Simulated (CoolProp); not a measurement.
Vapour-liquid equilibrium of R152A (1) + n-butane (2) at 78.45 °C; x and y are mole fractions of (1).

Model: multi-fluid Helmholtz-energy mixture model, Outcalt 1996 and Bücker 2006; pair parameters Bell 2016, in CoolProp.

| x | bubble pressure, mixture model (bar) | bubble pressure, Raoult's law (bar) | y, mixture model | y, Raoult's law |
|---|---|---|---|---|
| 0.05 | [?] | 10.42 | 0.172 | 0.109 |
| 0.125 | [?] | 11.39 | 0.325 | 0.249 |
| 0.2 | 16.09 | 12.36 | 0.420 | 0.367 |
| 0.275 | 17.60 | 13.32 | 0.488 | 0.468 |
| 0.35 | [?] | 14.29 | 0.541 | 0.555 |
| 0.425 | [?] | 15.26 | [?] | 0.631 |
| 0.5 | [?] | 16.22 | 0.631 | 0.699 |
| 0.575 | 21.46 | 17.19 | 0.673 | 0.758 |
| 0.65 | 22.07 | 18.16 | [?] | 0.811 |
| 0.725 | [?] | 19.12 | 0.764 | 0.859 |
| 0.8 | 22.88 | 20.09 | 0.817 | 0.903 |
| 0.875 | 23.02 | 21.06 | 0.876 | 0.942 |
| 0.95 | 22.91 | 22.02 | 0.946 | 0.978 |

Some entries are withheld; supply them.


- 0.05, bubble pressure, mixture model (bar): 11.78
- 0.125, bubble pressure, mixture model (bar): 14.20
- 0.35, bubble pressure, mixture model (bar): 18.82
- 0.425, bubble pressure, mixture model (bar): 19.85
- 0.425, y, mixture model: 0.588
- 0.5, bubble pressure, mixture model (bar): 20.72
- 0.65, y, mixture model: 0.717
- 0.725, bubble pressure, mixture model (bar): 22.56

The largest gap from Raoult's law is +32.1 % in bubble pressure, at x = 0.275. y crosses x between x = 0.875 and 0.95: the model has an azeotrope there.

The pair parameters rest on a limited set of measurements; away from them the model extrapolates.
